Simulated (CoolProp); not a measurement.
Dimethyl carbonate along the isotherm 600 K: Z from the reference equation and from simpler models built on Tc = 557.0 K, pc = 49.09 bar, ω = 0.346; each cubic takes its own stable root.

Computed with CoolProp (reference Helmholtz-energy equation of state, Zhou 2011).

| p (bar) | phase | reference |
|---|---|---|
| 37.8 | gas | 0.7613 |
| 75.5 | supercritical | 0.4357 |
| 113 | supercritical | 0.3950 |
| 151 | supercritical | 0.4625 |
| 189 | supercritical | 0.5397 |
| 227 | supercritical | 0.6184 |
| 264 | supercritical | 0.6948 |
| 302 | supercritical | 0.7726 |
| 340 | supercritical | 0.8495 |
| 378 | supercritical | 0.9254 |
| 415 | supercritical | 0.9986 |
| 453 | supercritical | 1.073 |
| 491 | supercritical | 1.146 |

**Question.** How far does each simpler model (van der Waals, Redlich-Kwong, Soave-Redlich-Kwong, Peng-Robinson) lie from the reference over these 13 states: mean and median of the absolute difference, and the worst?

**Answer.** 
- van der Waals: mean 28.8 %, median 34.1 %, worst +36.3 % at 600 K and 491 bar
- Redlich-Kwong: mean 6.9 %, median 6.9 %, worst +9.5 % at 600 K and 151 bar
- Soave-Redlich-Kwong: mean 9.6 %, median 9.5 %, worst +16.0 % at 600 K and 113 bar
- Peng-Robinson: mean 2.5 %, median 2.3 %, worst +6.4 % at 600 K and 113 bar
